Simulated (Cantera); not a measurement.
Thermodynamics of abatement and gas-phase synthesis, feed CS2 + SO2

Feed: 1 mol CS2, a varied amount of SO2, equilibrated at 798 K and 13300 Pa.

These are equilibrium values from Cantera (NASA tables, ideal gas, pure condensed phases), not measurements of a reactor. Candidate condensed phases: C, S; 22 gas species. Gases not in the tables: S3 to S7. Equilibrium is a limit: real reactors are often held back by kinetics, nucleation or transport.

| n(SO2) (mol) | x CS2 | x COS | x S2 | x CO | x CO2 | x S8 | x S2O | x SO2 | n C(graphite) |
|---|---|---|---|---|---|---|---|---|---|
| 0.036 | 0.852 | 0.0580 | 0.0810 | 0.00820 | 0.000944 | 2.54e-5 | 5.74e-8 | 9.06e-11 | 0.0275 |
| 0.046 | 0.836 | 0.0723 | 0.0795 | 0.0103 | 0.00150 | 2.36e-5 | 7.09e-8 | 1.42e-10 | 0.0110 |
| 0.056 | 0.817 | 0.0863 | 0.0829 | 0.0121 | 0.00218 | 2.79e-5 | 9.23e-8 | 2.27e-10 | 0 |
| 0.066 | 0.788 | 0.100 | 0.0958 | 0.0130 | 0.00305 | 4.97e-5 | 1.38e-7 | 4.08e-10 | 0 |
| 0.076 | 0.760 | 0.114 | 0.108 | 0.0139 | 0.00406 | 8.10e-5 | 1.95e-7 | 6.75e-10 | 0 |
| 0.086 | 0.733 | 0.126 | 0.120 | 0.0147 | 0.00520 | 0.000123 | 2.63e-7 | 1.05e-9 | 0 |
| 0.096 | 0.708 | 0.138 | 0.132 | 0.0153 | 0.00647 | 0.000178 | 3.43e-7 | 1.56e-9 | 0 |
| 0.11 | 0.673 | 0.154 | 0.148 | 0.0162 | 0.00847 | 0.000279 | 4.75e-7 | 2.53e-9 | 0 |
| 0.12 | 0.649 | 0.165 | 0.158 | 0.0167 | 0.0100 | 0.000370 | 5.86e-7 | 3.46e-9 | 0 |
| 0.13 | 0.627 | 0.175 | 0.169 | 0.0172 | 0.0117 | 0.000477 | 7.09e-7 | 4.61e-9 | 0 |
| 0.14 | 0.604 | 0.185 | 0.179 | 0.0176 | 0.0136 | 0.000601 | 8.46e-7 | 6.02e-9 | 0 |
| 0.15 | 0.583 | 0.194 | 0.188 | 0.0180 | 0.0155 | 0.000743 | 9.97e-7 | 7.71e-9 | 0 |
x: gas mole fraction; n: condensed amount in mol.

From 0.036 mol SO2 to 0.046 mol SO2 the condensed part is C(graphite). From 0.056 mol SO2 to 0.15 mol SO2 nothing is condensed. The main C-bearing gas is CS2 throughout.
